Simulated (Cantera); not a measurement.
A perfectly stirred reactor is fed with 10.8 % CO, 16.2 % H2, 0.400 % CH4, 14.7 % O2, 55.4 % N2, 2.48 % H2O, at 5.00 bar; it is adiabatic with a 448 K inlet, and is followed from long to short residence time, starting on the burning branch (τ in s: 0.032, 0.016, 0.0078, 0.0038, 0.0019, 0.00091, 0.00045, 0.00022, 0.00011, 5.2e-05, 2.6e-05, 1.3e-05).

Model: GRI-Mech 3.0 (53 species, 325 reactions), integrated in Cantera.

One state of this run: T (K) = 2318; x CO = 0.0237; x H2 = 0.00796; x CH4 = 2.77e-6; x C2H6 = 2.07e-12; x CH2 = 1.28e-7. x: mole fraction; the columns are a selection and need not sum to one.

Which value of τ (s) does it belong to?
A. 0.016
B. 0.00045
C. 0.00091
D. 0.00011

B, 0.00045
